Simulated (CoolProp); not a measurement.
A single-stage vapour-compression cycle with the fluid: evaporating at 219.15 K (dew point), condensing at 251.15 K (bubble point), superheat 5 K, subcooling 0 K, compressor efficiency 0.75, no pressure losses. The same conditions are run with several fluids, on thermodynamics alone (safety and materials aside).

Values from CoolProp's reference Helmholtz-energy equation of state of each fluid (R124: de Vries 1995; hydrogen chloride: Thol 2018; R13: Platzer 1990; C3F8 (R218): Lemmon 2006; hydrogen sulfide: Lemmon 2006; C2F6 (R116): Lemmon 2006). The equations of Platzer and Polt are older, rougher fits.

```
fluid              cooling COP  pressure ratio  discharge temperature (K)  refrigerating effect (kJ/kg)  volumetric capacity (kJ/m³)
-----------------  -----------  --------------  -------------------------  ----------------------------  ---------------------------
R124                      4.58            5.65                      277.0                           155                          132
hydrogen chloride            ?            3.10                      330.7                           355                            ?
R13                       4.20            3.01                      276.2                             ?                            ?
C3F8 (R218)                  ?            4.37                      255.6                          83.4                          374
hydrogen sulfide          4.40            3.69                      335.8                           480                            ?
C2F6 (R116)               3.97            3.13                      260.7                          74.5                         1910
```

Question: What belongs in the gaps?

Answer: 
- hydrogen chloride, cooling COP: 4.24
- hydrogen chloride, volumetric capacity (kJ/m³): 3370
- R13, refrigerating effect (kJ/kg): 106
- R13, volumetric capacity (kJ/m³): 2330
- C3F8 (R218), cooling COP: 4.27
- hydrogen sulfide, volumetric capacity (kJ/m³): 1240
